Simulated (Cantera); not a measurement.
Charge: 1 mol TEOS, 1.2 mol O₂, 0.19 mol H₂, at 0.310 bar.

Method: chemical equilibrium by Gibbs-energy minimisation in Cantera with the NASA 1993 tables (ideal gas, pure condensed phases). Candidate condensed phases: C, C₆H₆, C₇H₈, C₈H₁₈, H₂O, Si, SiC, SiO₂; 123 gas species. The feed counts by its element totals alone. The tables hold silica as quartz up to 1696 K and as liquid above; real silica turns to tridymite and cristobalite and melts near 1996 K. Kinetics and transport are ignored.

Over these rows the condensed part is C(graphite) + SiO₂(β-quartz). Partial pressures as log10 of bar:

| T (K) | 1000/T (1/K) | log p CH₄ | log p H₂ | log p CO |
|---|---|---|---|---|
| 898 | 1.1136 | -1.88 | -0.69 | -1.28 |
| 998 | 1.0020 | -2.36 | -0.67 | -1.08 |
| 1098 | 0.9107 | ? | -0.67 | -1.04 |
| 1198 | 0.8347 | -3.13 | -0.67 | -1.03 |
| 1298 | 0.7704 | -3.43 | -0.67 | -1.03 |
| 1398 | 0.7153 | -3.69 | -0.67 | -1.03 |

Fit log p(CH₄) = a + b·(1000/T) to the five rows, give the apparent enthalpy, and predict the row at 1098 K.

Means: 1000/T = 0.8872, log p = -2.898. Sxy = 0.502700, Sxx = 0.1103841, so b = 4.55 and a = -2.898 − (4.55)×0.8872 = -6.93.
Apparent enthalpy: −19.145 × (4.55) = -87 kJ/mol. With the condensed phases at unit activity, C(graphite) + 2 H₂(g) = CH₄(g) links this pressure to the main gases: over the six rows their terms move log p by +0.04 in all, so the slope is close to that reaction's ΔH°. The five rows lie within 0.02 of the line.
Prediction at 1098 K: -6.93 + (4.55)×0.9107 = -2.79. The computed value is -2.78, 0.01 from the line.
